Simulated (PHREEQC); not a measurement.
Model water analysis in mg/L, 25 °C, pH 2.37, pe 12.1: Na 596; K 8.56; Ca 89.4; Mg 111; Cl 130; S(6) as SO4 2200; P as PO4 4.75; Ni 2.72.

Cl is adjusted to close the charge balance.
Valence states are taken as typed.

Equilibrium calculation in PHREEQC: ion-association model, wateq4f.dat.

This is a speciation only: nothing precipitates in the calculation.

Task: Order these Ca species by the share of Ca that they hold, largest first: Ca+2, CaSO4, CaHSO4+.

Result: Ca+2 (61 %), CaSO4 (38 %), CaHSO4+ (1.2 %)

The pH is 2.37 and the ionic strength 0.0581 mol/kgw. Complexes and solids missing from the database can't appear. H3PO4, which wateq4f.dat lacks, is added to it with the constant of phreeqc.dat. The database has no phosphate complexes of Ni.
